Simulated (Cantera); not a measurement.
A perfectly stirred reactor is fed with CO : O₂ : H₂O : N₂ = 0.001 : 0.043 : 0.00025 : 1 (molar parts), equivalence ratio 0.012, at 3750 Torr; it is held at 1050 K, and followed from long to short residence time.

Computed with Cantera and GRI-Mech 3.0 (53 species, 325 reactions).

Q: Predict: x(CO) at τ = 1.80 s; x(O₂) at τ = 1.80 s; x(H₂O) at τ = 1.80 s; x(HO₂) at τ = 1.80 s; x(CO) at τ = 24.0 ms; x(O₂) at τ = 24.0 ms; x(H₂O) at τ = 24.0 ms; x(HO₂) at τ = 24.0 ms.

A: 
```
Property                  Value
---------------------  --------
x(CO) at τ = 1.80 s    0.000802
x(O₂) at τ = 1.80 s      0.0411
x(H₂O) at τ = 1.80 s   0.000239
x(HO₂) at τ = 1.80 s    2.66e-7
x(CO) at τ = 24.0 ms   0.000958
x(O₂) at τ = 24.0 ms     0.0412
x(H₂O) at τ = 24.0 ms  0.000239
x(HO₂) at τ = 24.0 ms   1.10e-8
```
